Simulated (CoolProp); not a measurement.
Computed with CoolProp (reference Helmholtz-energy equation of state, Thol 2016).

Q: For R1234ze(E), give the phase and the Z, conductivity (mW/(m K)), Prandtl number at 299.5 K and 9.36 MPa; 305.8 K and 9.36 MPa.

A: 
- 299.5 K and 9.36 MPa: liquid; Z 0.358, conductivity 79.7, Prandtl number 3.65
- 305.8 K and 9.36 MPa: liquid; Z 0.355, conductivity 77.8, Prandtl number 3.52

Viscosity comes from a separate model (Bell 2016), an estimate that may be off by 10 % or more. Thermal conductivity comes from a separate model (Perkins 2011).
